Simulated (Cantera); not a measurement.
Input: 1 mol SiHCl3, 0.0093 mol C3H8, 3.1 mol H2, held at 1827 °C and 200 Pa.

Method: chemical equilibrium by Gibbs-energy minimisation in Cantera with the NASA 1993 tables (ideal gas, pure condensed phases). Candidate condensed phases: C, C6H6, C7H8, C8H18, Si, SiC; 109 gas species. The tables' values for SiCl, SiCl3 are old estimates; treat these amounts as uncertain. Gases not in the tables: Si2H6 and higher silanes. Kinetics and transport are ignored.

Base state: H2 0.506, HCl 0.251, SiCl2 0.131, H 0.0495, Si 0.0325, Cl 0.0181, SiCl 0.00967, Si2C 0.00133 (mole fractions); condensed: SiC(s).

Task: What changes in the equilibrium state with this change: pressure from 200 Pa to 16000 Pa?

Result: 
```
species       before     after
-----------  -------  --------
H2             0.506     0.592
HCl            0.251     0.220
SiCl2          0.131     0.174
H             0.0495   0.00599
Si            0.0325  0.000834
Cl            0.0181   0.00164
SiC2         5.36e-5   3.27e-7
SiH2Cl2      1.57e-7   1.96e-5
SiHCl3       8.31e-7   7.75e-5
SiC(s), mol   0.0197    0.0277
Si(l), mol         0    0.0410
```
Mutual solubility and eutectic melting of coexisting phases are not modelled. The tables' values for SiCl3, SiCl are old estimates; treat these amounts as uncertain.
